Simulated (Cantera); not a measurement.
Equilibrium for fluorocarbon and chlorocarbon gases: CH3F + H2

Charge: 1 mol CH3F, 0.19 mol H2, equilibrated at 6.10 mbar.

These are equilibrium values from Cantera (NASA tables, ideal gas, pure condensed phases), not measurements of a reactor. Candidate condensed phases: C, C6H6, C7H8, C8H18; 110 gas species. Ions and electrons are included (thermal ionisation). The numbers say what is thermodynamically allowed, not how fast it happens.

| T (K) | x H | x H2 | x HF | x F | x C | x C3 | x C2 | n C(graphite) |
|---|---|---|---|---|---|---|---|---|
| 2000 | 0.0152 | 0.531 | 0.453 | 5.32e-6 | 4.99e-9 | 4.54e-9 | 3.84e-10 | 0.998 |
| 2500 | 0.200 | 0.385 | 0.410 | 0.000445 | 2.73e-5 | 8.15e-5 | 7.51e-6 | 0.978 |
| 3000 | 0.553 | 0.0748 | 0.281 | 0.0129 | 0.00831 | 0.0511 | 0.00520 | 0.321 |
| 3500 | 0.635 | 0.00704 | 0.0972 | 0.118 | 0.0888 | 0.0290 | 0.0178 | 0 |
| 4000 | 0.628 | 0.000947 | 0.0110 | 0.177 | 0.176 | 0.000705 | 0.00503 | 0 |
| 4500 | 0.628 | 0.000201 | 0.00154 | 0.185 | 0.185 | 9.19e-6 | 0.000715 | 0 |
| 5000 | 0.628 | 5.82e-5 | 0.000310 | 0.186 | 0.185 | 2.56e-7 | 0.000140 | 0 |
x: gas mole fraction; n: condensed amount in mol.

From 2000 K to 3000 K the condensed part is C(graphite). From 3500 K to 5000 K nothing is condensed. The main C-bearing gas is C2H2 (acetylene) at 2000 K and C at 5000 K.
